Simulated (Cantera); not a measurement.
Feed: 1 mol Si(CH3)4, 0.21 mol C2H4, 1.8 mol H2, equilibrated at 0.160 bar.

Cantera equilibrium calculation (NASA polynomials, part measured and part estimated; ideal gas, pure solids and liquids). Candidate condensed phases: C, C6H6, C7H8, C8H18, Si, SiC; 87 gas species. Gases not in the tables: Si2H6 and higher silanes. Kinetics and transport are ignored.

x: gas mole fraction; n: condensed amount in mol.

```csv
T (K),x H2,x H,x C2H2 (acetylene),x CH4,x Si,n C(graphite),n SiC(s)
1500,1.000,…,9.02e-6,0.000411,4.79e-10,3.42,1.00
1550,1.000,…,1.60e-5,0.000325,1.83e-9,3.42,1.00
1600,1.000,…,2.75e-5,0.000261,6.41e-9,3.42,1.000
1650,1.000,…,4.56e-5,0.000212,2.08e-8,3.42,1.000
1700,0.999,…,7.34e-5,0.000175,6.29e-8,3.42,1.000
1750,0.999,…,0.000115,0.000146,1.79e-7,3.42,1.000
1800,0.999,…,0.000175,0.000123,4.78e-7,3.42,1.000
1850,0.998,…,0.000261,0.000104,1.21e-6,3.41,1.000
1900,0.998,…,0.000381,8.95e-5,2.93e-6,3.41,1.000
1950,0.996,…,0.000545,7.73e-5,6.75e-6,3.41,1.000
2000,0.995,…,0.000764,6.72e-5,1.49e-5,3.41,1.000
2050,0.993,…,0.00105,5.89e-5,3.17e-5,3.40,1.000
2100,0.991,…,0.00143,5.18e-5,6.50e-5,3.40,0.999
```

**Question.** Fill in the missing entries.

**Answer.** 
- 1500, x H: 4.40e-5
- 1550, x H: 7.87e-5
- 1600, x H: 0.000136
- 1650, x H: 0.000227
- 1700, x H: 0.000368
- 1750, x H: 0.000581
- 1800, x H: 0.000895
- 1850, x H: 0.00135
- 1900, x H: 0.00198
- 1950, x H: 0.00286
- 2000, x H: 0.00406
- 2050, x H: 0.00565
- 2100, x H: 0.00775
